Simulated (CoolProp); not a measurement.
A single-stage vapour-compression cycle with methanol: evaporating at 323.15 K (dew point), condensing at 371.15 K (bubble point), superheat 2 K, subcooling 2 K, compressor efficiency 0.6, no pressure losses. Each further row changes one setting.

Values from CoolProp's reference Helmholtz-energy equation of state, de Reuck 1993.

| case | cooling COP | pressure ratio | discharge temperature (K) | refrigerating effect (kJ/kg) | volumetric capacity (kJ/m³) |
|---|---|---|---|---|---|
| as stated | 3.59 | 5.96 | 486.5 | 1000 | 685 |
| evaporating temperature 328.15 K | 4.13 | ? | 470.6 | 1010 | ? |
| condensing temperature 366.15 K | ? | 5.07 | 470.6 | 1020 | 696 |
| subcooling 7 K | ? | 5.96 | 486.5 | 1020 | 696 |
| superheat 12 K | ? | 5.96 | 507.7 | 1030 | ? |
| compressor efficiency 0.5 | 2.99 | 5.96 | 515.2 | 1000 | 685 |

Fill in the missing entries.


- evaporating temperature 328.15 K, pressure ratio: 4.82
- evaporating temperature 328.15 K, volumetric capacity (kJ/m³): 843
- condensing temperature 366.15 K, cooling COP: 4.06
- subcooling 7 K, cooling COP: 3.65
- superheat 12 K, cooling COP: 3.50
- superheat 12 K, volumetric capacity (kJ/m³): 673
